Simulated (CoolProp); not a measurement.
Toluene at 462.94 K and 12.2 MPa is throttled through a valve to 2.98 MPa with no heat exchange. Each further row changes one setting.

Values from CoolProp's reference Helmholtz-energy equation of state, Lemmon 2006. It is a short technical equation, of lower accuracy than the large ones.

```json
[
 {"case": "as stated", "temperature change (K)": "+1.5", "final density (kg/m³)": "?"},
 {"case": "outlet pressure 0.894 MPa", "temperature change (K)": "+1.7", "final density (kg/m³)": "688"},
 {"case": "outlet pressure 3.87 MPa", "temperature change (K)": "?", "final density (kg/m³)": "?"}
]
```

Task: Fill in the missing entries.

Result: 
- as stated, final density (kg/m³): 694
- outlet pressure 3.87 MPa, temperature change (K): +1.4
- outlet pressure 3.87 MPa, final density (kg/m³): 697
